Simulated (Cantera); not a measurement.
Cantera run:

```python
import numpy as np
import cantera as ct

gas_names = """
    AL ALCL ALCL2 ALCL3 ALH AL2 AL2CL6 CL CL2 H HCL H2
""".split()
cond_names = """
    AL(cr) AL(L) ALCL3(s) ALCL3(L)
""".split()


# ... load() reads the species with a 1 bar reference pressure and builds the phases ...
atoms = {
    'Al': {'AL': 1},
    'HCl': {'H': 1, 'CL': 1},
    'H2': {'H': 2},
}
top_T = {}  # K; cautious upper limits of use, not melting points


# ... equilibrate(T, P, feed) seeds the gas with the atoms and calls Mixture.equilibrate('TP', solver="vcs", rtol=1e-11, max_steps=5000) ...
results = []
feed = {'Al': 1, 'HCl': 1.5, 'H2': 38}  # mol
T = 998.15  # K
for P in [1, 5.2, 27, 140, 720, 3700, 19000, 100000]:
    mix = equilibrate(T, P, feed)
    results.append((T, P, feed, dict(zip(mix.species_names, mix.species_moles))))

top = {s: max(r[3][s] / sum(r[3][g] for g in gas_names) for r in results) for s in gas_names}
cols = sorted((s for s in top if top[s] > 1e-05), key=lambda s: -top[s])[:9]
seen = [c for c in cond_names if any(r[3].get(c, 0) > 1e-12 for r in results)]
print("log10 of partial pressures in bar; condensed amounts in mol")
print(f"{'P/Pa':>10s}" + "".join(f"{s[:9]:>10s}" for s in cols + seen))
for T, P, feed, n in results:
    ng = sum(n[g] for g in gas_names)
    print(f"{P:10.4g}" + "".join(f"{np.log10(max(n[s] / ng * P / 1e5, 1e-99)):10.3f}" for s in cols)
          + "".join(f"{n.get(c, 0):10.4g}" for c in seen))
```

It prints:

```
log10 of partial pressures in bar; condensed amounts in mol
      P/Pa        H2      ALCL     ALCL3       HCL     ALCL2    AL2CL6     AL(L)
         1    -5.012    -6.722    -7.275    -7.961    -8.070   -15.540         0
       5.2    -4.295    -6.013    -6.535    -7.588    -7.346   -14.062         0
        27    -3.580    -5.301    -5.810    -7.224    -6.627   -12.610         0
       140    -2.865    -4.587    -5.090    -6.863    -5.911   -11.172         0
       720    -2.154    -3.877    -4.377    -6.506    -5.199    -9.745         0
      3700    -1.440    -3.442    -3.484    -5.921    -4.535    -7.960    0.2326
   1.9e+04    -0.728    -3.172    -2.674    -5.294    -3.995    -6.339    0.4004
     1e+05    -0.006    -2.920    -1.918    -4.681    -3.491    -4.827    0.4645
```

These are equilibrium values from Cantera (NASA tables, ideal gas, pure condensed phases), not measurements of a reactor. The tables' values for AlCl2 are old estimates; treat these amounts as uncertain.
